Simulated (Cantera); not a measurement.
Charge: 1 mol CaF₂, 1.5 mol O₂, 380 mol H₂.

Cantera equilibrium calculation (NASA polynomials, part measured and part estimated; ideal gas, pure solids and liquids). Candidate condensed phases: Ca, CaF₂, CaO, Ca(OH)₂, H₂O; 29 gas species. Mutual solubility and eutectic melting of coexisting phases are not modelled. The numbers say what is thermodynamically allowed, not how fast it happens.

### Question
What condenses at these points (T in K, P in Pa): (1150, 0.56); (1075, 3200); (700, 18000); (1150, 560); (775, 100000)?

### Answer
```json
[
 {"T (K)": "1150", "P in Pa": "0.56", "condensed phases": "CaO", "Ca condensed (%)": "99.9"},
 {"T (K)": "1075", "P in Pa": "3200", "condensed phases": "CaF₂ + CaO", "Ca condensed (%)": "100.0"},
 {"T (K)": "700", "P in Pa": "18000", "condensed phases": "CaF₂", "Ca condensed (%)": "100.0"},
 {"T (K)": "1150", "P in Pa": "560", "condensed phases": "CaF₂ + CaO", "Ca condensed (%)": "100.0"},
 {"T (K)": "775", "P in Pa": "100000", "condensed phases": "CaF₂", "Ca condensed (%)": "100.0"}
]
```
